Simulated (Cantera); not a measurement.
# Equilibrium for sublimation and decomposition of ceramics: SiO₂ + C + N₂

Input: 1 mol SiO₂, a varied amount of C, 0.89 mol N₂, held at 1850 K and 1000 Pa.

These are equilibrium values from Cantera (NASA tables, ideal gas, pure condensed phases), not measurements of a reactor. Candidate condensed phases: C, Si, SiC, SiO₂, Si₂N₂O, Si₃N₄; 34 gas species. The tables hold silica as quartz up to 1696 K and as liquid above; real silica turns to tridymite and cristobalite and melts near 1996 K. Kinetics and transport are ignored.

| n(C) (mol) | log p N₂ | log p CO | log p SiO | log p CO₂ | log p Si | n SiO₂(condensed) |
|---|---|---|---|---|---|---|
| 0.071 | -2.06 | -3.16 | -3.16 | -5.85 | -9.24 | 0.929 |
| 0.15 | -2.13 | -2.90 | -2.90 | -5.85 | -8.72 | 0.850 |
| 0.24 | -2.19 | -2.76 | -2.76 | -5.85 | -8.43 | 0.760 |
| 0.32 | -2.24 | -2.68 | -2.68 | -5.85 | -8.28 | 0.680 |
| 0.41 | -2.28 | -2.62 | -2.62 | -5.85 | -8.16 | 0.590 |
| 0.49 | -2.32 | -2.58 | -2.58 | -5.85 | -8.08 | 0.510 |
| 0.58 | -2.36 | -2.55 | -2.55 | -5.85 | -8.02 | 0.420 |
| 0.66 | -2.40 | -2.53 | -2.52 | -5.85 | -7.97 | 0.340 |
| 0.74 | -2.43 | -2.51 | -2.51 | -5.85 | -7.93 | 0.260 |
| 0.83 | -2.46 | -2.49 | -2.49 | -5.85 | -7.89 | 0.170 |
| 0.91 | -2.48 | -2.47 | -2.47 | -5.85 | -7.87 | 0.0896 |
| 1 | -2.51 | -2.46 | -2.46 | -6.84 | -6.85 | 0 |
log p: log10 of the partial pressure in bar; n: condensed amount in mol.

From 0.071 mol C to 0.91 mol C the condensed part is SiO₂(condensed). At 1 mol C nothing is condensed. The main Si-bearing gas is SiO throughout. The share of Si in condensed phases is highest at 0.071 mol C (92.9 %) and lowest at 1 mol C (0.0 %).
